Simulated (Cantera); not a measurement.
What does this Cantera script print?

```python
import numpy as np
import cantera as ct

gas_names = """
    CL CL2 H HCL H2 Si SiCL SiCL2 SiCL3 SiCL4 SiH SiHCL3 SiH2 SiH2CL2 SiH3 SiH3CL SiH4 Si2 Si3
""".split()
cond_names = """
    Si(cr) Si(L)
""".split()


def load(file, names, dense=False):
    # The tables refer to 1 bar. Condensed volumes are neglected.
    table = {s.name: s for s in ct.Species.list_from_file(file)}
    out = []
    for n in names:
        d = dict(table[n].input_data)
        d["thermo"] = dict(d["thermo"], **{"reference-pressure": 1e5})
        if dense:
            d["equation-of-state"] = {"model": "constant-volume", "density": "1e6 g/cm^3"}
        out.append(ct.Species.from_dict(d))
    return out


gas = ct.Solution(thermo="ideal-gas", species=load("nasa_gas.yaml", gas_names))
cond = {s.name: ct.Solution(thermo="fixed-stoichiometry", species=[s], name=s.name)
        for s in load("nasa_condensed.yaml", cond_names, dense=True)}
atoms = {
    'Si2H6': {'Si': 2, 'H': 6},
    'HCl': {'H': 1, 'CL': 1},
    'H2': {'H': 2},
}
top_T = {}  # K; cautious upper limits of use, not melting points


def equilibrate(T, P, feed):
    n = {}
    for name, mol in feed.items():
        for a, k in atoms[name].items():
            n[a] = n.get(a, 0.0) + k * mol
    gas.TPX = T, P, n
    mass = sum(n.values()) * gas.mean_molecular_weight
    gas.equilibrate("TP")
    valid = [c for c in cond.values() if c.min_temp <= T <= top_T.get(c.name, c.max_temp)]
    mix = ct.Mixture([(gas, mass / gas.mean_molecular_weight)] + [(c, 0.0) for c in valid])
    mix.T, mix.P = T, P
    mix.equilibrate("TP", solver="vcs", rtol=1e-11, max_steps=5000)
    return mix


results = []
T = 1400  # K
P = 13332.2  # Pa
for m in [0.41, 0.56, 0.76, 1, 1.4, 1.9, 2.6]:
    feed = {'Si2H6': 1, 'HCl': m, 'H2': 4.4}  # mol
    mix = equilibrate(T, P, feed)
    results.append((T, P, feed, dict(zip(mix.species_names, mix.species_moles))))

top = {s: max(r[3][s] / sum(r[3][g] for g in gas_names) for r in results) for s in gas_names}
cols = sorted((s for s in top if top[s] > 1e-06), key=lambda s: -top[s])[:8]
seen = [c for c in cond_names if any(r[3].get(c, 0) > 1e-12 for r in results)]
print("log10 of partial pressures in bar; condensed amounts in mol")
print(f"{'n(HCl)':>10s}" + "".join(f"{s[:9]:>10s}" for s in cols + seen))
for T, P, feed, n in results:
    ng = sum(n[g] for g in gas_names)
    print(f"{feed['HCl']:10.4g}" + "".join(f"{np.log10(max(n[s] / ng * P / 1e5, 1e-99)):10.3f}" for s in cols)
          + "".join(f"{n.get(c, 0):10.4g}" for c in seen))
```

Result:

```
log10 of partial pressures in bar; condensed amounts in mol
    n(HCl)        H2       HCL     SiCL2     SiCL3     SiCL4    SiHCL3   SiH2CL2         H    Si(cr)
      0.41    -0.896    -2.271    -3.176    -4.302    -4.800    -4.575    -5.173    -5.761     1.955
      0.56    -0.902    -2.176    -2.980    -4.009    -4.409    -4.285    -4.984    -5.764     1.926
      0.76    -0.909    -2.092    -2.804    -3.745    -4.057    -4.025    -4.815    -5.768     1.881
         1    -0.917    -2.023    -2.660    -3.528    -3.768    -3.812    -4.679    -5.772     1.822
       1.4    -0.929    -1.950    -2.501    -3.289    -3.450    -3.579    -4.531    -5.777     1.717
       1.9    -0.942    -1.892    -2.373    -3.097    -3.194    -3.394    -4.416    -5.784     1.578
       2.6    -0.957    -1.842    -2.257    -2.924    -2.963    -3.228    -4.315    -5.791     1.377
```

Method: chemical equilibrium by Gibbs-energy minimisation in Cantera with the NASA 1993 tables (ideal gas, pure condensed phases). The feed counts by its element totals alone. The tables' values for SiCl3 are old estimates; treat these amounts as uncertain.
